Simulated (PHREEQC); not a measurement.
A column of 0.5 m (30 cells, dispersivity 0.04 m, 60 s a shift, diffusion coefficient 3e-10 m²/s) holds 0.2 eq of the database's cation exchanger X per kg of pore water, first in equilibrium with 0.006 mol/kgw KCl, 0.0025 mol/kgw CaCl2 and 1e-05 mol/kgw HCl. It is flushed with 54 mmol/kgw MnCl2, 0.45 mmol/kgw MgSO4 and 0.01 mmol/kgw HCl, at 25 °C. Values are for the last cell. CO2 from the air is kept out. Precipitation was switched off in this run.

Model: ion-association model, phreeqc.dat, run in PHREEQC.

**Question.** Predict Mn in solution (mol/kgw) at pore volumes = 0.2167, 3.017, 4.217, 5.617.

**Answer.** 
| pore volumes | Mn in solution (mol/kgw) |
|---|---|
| 0.2167 | 0 |
| 3.017 | 0.0364 |
| 4.217 | 0.0450 |
| 5.617 | 0.0498 |

Species that the database lacks are ignored.
